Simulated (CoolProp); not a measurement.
Properties of ammonia at several states.

Model: reference Helmholtz-energy equation of state, Gao 2020, in CoolProp.

```json
[
 {"T (K)": "346.5", "p (kPa)": "1110", "phase": "gas", "isothermal compressibility (1/MPa)": "0.9706", "expansivity (1/kK)": "3.733", "viscosity (µPa s)": "11.8"},
 {"T (K)": "480.5", "p (kPa)": "422", "phase": "gas", "isothermal compressibility (1/MPa)": "2.387", "expansivity (1/kK)": "2.139", "viscosity (µPa s)": "17.1"},
 {"T (K)": "359", "p (kPa)": "279", "phase": "gas", "isothermal compressibility (1/MPa)": "3.637", "expansivity (1/kK)": "2.936", "viscosity (µPa s)": "12.4"}
]
```

Viscosity comes from a separate model (Fenghour 1995).
